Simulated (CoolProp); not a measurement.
Octamethylcyclotetrasiloxane (D4) at several states: density (kg/m³) from the reference equation and from simpler models built on Tc = 586.5 K, pc = 13.47 bar, ω = 0.598; each cubic takes its own stable root.

Computed with CoolProp (reference Helmholtz-energy equation of state, Thol 2015).

```
T (K)  p (bar)   phase  reference
-----  -------  ------  ---------
476.1    0.279     gas      2.125
416.8    0.176     gas      1.532
514.5    0.247     gas      1.731
529.2     2.79     gas      21.34
309.8     1.97  liquid      937.7
```

**Question.** How far does each simpler model (van der Waals, Redlich-Kwong, Soave-Redlich-Kwong, Peng-Robinson) lie from the reference over these 5 states: mean and median of the absolute difference, and the worst?

**Answer.** 
- van der Waals: mean 9.8 %, median 0.8 %, worst -43.5 % at 309.8 K and 1.97 bar
- Redlich-Kwong: mean 3.8 %, median 0.5 %, worst -16.4 % at 309.8 K and 1.97 bar
- Soave-Redlich-Kwong: mean 2.4 %, median 0.2 %, worst -11.4 % at 309.8 K and 1.97 bar
- Peng-Robinson: mean 0.2 %, median 0.1 %, worst -0.5 % at 309.8 K and 1.97 bar
